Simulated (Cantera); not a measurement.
A Cantera script and what it prints.

```python
import numpy as np
import cantera as ct

gas_names = """
    O
""".split()
cond_names = """
    TiO2(ru) TiO2(L) Ti(a) Ti(b) Ti(L)
""".split()


# ... load() reads the species with a 1 bar reference pressure and builds the phases ...
species = {s.name: s for s in load("nasa_gas.yaml", gas_names) + load("nasa_condensed.yaml", cond_names)}
# Each term lists the table entries of one substance; the one whose range holds T is used.
reactions = {
    'TiO2 = 2 O(g) + Ti':
        [(-1, ['TiO2(ru)', 'TiO2(L)']), (2, ['O']), (1, ['Ti(a)', 'Ti(b)', 'Ti(L)'])],
}


def pick(names, T):
    return next(species[n] for n in names if species[n].thermo.min_temp <= T <= species[n].thermo.max_temp)


results = []
for label, terms in reactions.items():
    print(label)
    print("     T/K   dH/kJ  dS/(J/K)   dG/kJ   log10 K")
    for T in [798, 998, 1198, 1398, 1598, 1798, 1998]:
        used = [(nu, pick(names, T)) for nu, names in terms]
        dH = sum(nu * s.thermo.h(T) for nu, s in used) / 1e6
        dS = sum(nu * s.thermo.s(T) for nu, s in used) / 1e3
        dG = dH - T * dS / 1e3
        logK = -dG * 1e6 / (ct.gas_constant * T * np.log(10))
        results.append((label, T, dH, dS, dG, logK, [s.name for _, s in used]))
        print(f"{T:8g} {dH:8.1f} {dS:8.1f} {dG:8.1f} {logK:8.2f}")
```

It prints:

```
TiO2 = 2 O(g) + Ti
     T/K   dH/kJ  dS/(J/K)   dG/kJ   log10 K
     798   1444.7    306.8   1199.9   -78.54
     998   1444.5    306.6   1138.6   -59.59
    1198   1448.7    310.3   1077.1   -46.96
    1398   1447.8    309.5   1015.1   -37.93
    1598   1447.2    309.1    953.2   -31.16
    1798   1447.2    309.1    891.4   -25.90
    1998   1462.6    317.1    829.1   -21.68
```

Source: NASA polynomial tables (part measured, part estimated), evaluated in Cantera. Condensed species are held in their standard states even where they would react or evaporate.
